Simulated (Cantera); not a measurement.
An isothermal, constant-pressure homogeneous reactor starts with CH3OH : O2 : N2 = 0.0083 : 0.023 : 9.4 (molar parts), equivalence ratio 0.54, at 1125 K and 140000 Pa.

Model: GRI-Mech 3.0 (53 species, 325 reactions), integrated in Cantera. GRI-Mech 3.0 was tuned for natural gas; its chemistry of methanol as a main component is partial and can be far from experiment.

x: mole fraction; the columns are a selection and need not sum to one.

```
t (s)      x CH3OH     x O2     x NO2  x CH2CO     x N2O  x C2H2      x CO
--------  --------  -------  --------  -------  --------  ------  --------
9.00e-5   0.000880  0.00244    <1e-12   <1e-12    <1e-12  <1e-12  7.43e-11
0.000506  0.000880  0.00244    <1e-12   <1e-12    <1e-12  <1e-12  4.33e-10
0.00285   0.000880  0.00244    <1e-12   <1e-12    <1e-12  <1e-12       [?]
0.0160    0.000880  0.00244    <1e-12   <1e-12  5.29e-12  <1e-12       [?]
0.0900    0.000867  0.00243    <1e-12   <1e-12  2.45e-10  <1e-12       [?]
0.506       <1e-12  0.00113   1.08e-9   <1e-12   3.42e-7  <1e-12       [?]
2.85        <1e-12  0.00112   1.35e-9   <1e-12   3.30e-7  <1e-12       [?]
16.0        <1e-12  0.00112  2.77e-10   <1e-12   1.13e-7  <1e-12  9.08e-10
90.0        <1e-12  0.00112  8.27e-11   <1e-12   1.49e-9  <1e-12  7.67e-11
```

Task: What belongs in the gaps?

Result: 
- 0.00285, x CO: 2.46e-9
- 0.0160, x CO: 1.42e-8
- 0.0900, x CO: 4.45e-7
- 0.506, x CO: 3.36e-5
- 2.85, x CO: 4.03e-7
